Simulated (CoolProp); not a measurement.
Properties of vinyl chloride along the isotherm 407.9 K (Tc = 425.0 K, pc = 5.600 MPa, ω = 0.160).

The numbers come from the reference Helmholtz-energy equation of state, Thol 2022 in CoolProp.

```csv
p (MPa),phase,Z,cv (kJ/(kg K)),Joule-Thomson coefficient (K/MPa),isothermal compressibility (1/MPa),fugacity coefficient
5.09,liquid,0.1507,1.074,1.723,0.03706,0.6117
10.2,liquid,0.2724,1.052,0.5608,0.01250,0.3520
15.3,liquid,___,1.048,0.2156,0.007849,0.2679
20.4,liquid,0.5008,1.047,0.03704,0.005804,0.2282
25.5,liquid,0.6097,___,-0.07434,0.004640,0.2066
30.5,liquid,0.7140,1.051,-0.1498,0.003896,___
35.6,liquid,0.8181,1.053,-0.2063,0.003358,0.1874
40.7,liquid,0.9204,1.056,-0.2495,___,0.1842
45.8,liquid,1.021,1.058,-0.2836,0.002647,0.1835
50.9,liquid,1.120,1.061,-0.3111,0.002398,0.1849
56,liquid,1.218,1.064,-0.3337,0.002195,___
```

### Question
Complete the blanks.

### Answer

- 15.3, Z: 0.3887
- 25.5, cv (kJ/(kg K)): 1.049
- 30.5, fugacity coefficient: 0.1944
- 40.7, isothermal compressibility (1/MPa): 0.002958
- 56, fugacity coefficient: 0.1879
